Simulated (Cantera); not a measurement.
Charge: 1 mol CCl4, 0.19 mol HCl, 7.6 mol H2, at 280 Pa.

Cantera equilibrium calculation (NASA polynomials, part measured and part estimated; ideal gas, pure solids and liquids). Candidate condensed phases: C, C6H6, C7H8, C8H18; 91 gas species. Rates play no part.

x: gas mole fraction; n: condensed amount in mol.

| T (K) | x H2 | x HCl | x H | x Cl | n C(graphite) |
|---|---|---|---|---|---|
| 1248 | 0.572 | 0.428 | 6.67e-6 | 4.27e-6 | 1.000 |
| 1323 | 0.572 | 0.428 | 2.27e-5 | 1.42e-5 | 1.000 |
| 1398 | 0.572 | 0.428 | ? | ? | 1.000 |
| 1473 | 0.572 | 0.428 | 0.000181 | 0.000110 | 1.000 |
| 1548 | 0.572 | 0.428 | 0.000440 | 0.000263 | 1.000 |
| 1623 | 0.571 | 0.427 | 0.000987 | 0.000581 | 1.000 |
| 1698 | 0.571 | 0.426 | ? | ? | 0.999 |
| 1773 | 0.569 | 0.424 | 0.00406 | 0.00232 | 0.998 |
| 1848 | 0.567 | 0.421 | 0.00754 | 0.00426 | 0.997 |
| 1923 | 0.563 | 0.416 | 0.0134 | 0.00743 | 0.995 |
| 1998 | 0.556 | 0.408 | 0.0226 | 0.0124 | 0.992 |
| 2073 | 0.547 | 0.396 | 0.0367 | 0.0197 | 0.986 |
| 2148 | 0.532 | 0.379 | 0.0575 | 0.0300 | 0.979 |

Question: Complete the blanks.

Answer: 
- 1698, x H: 0.00206
- 1698, x Cl: 0.00120
- 1398, x H: 6.76e-5
- 1398, x Cl: 4.17e-5
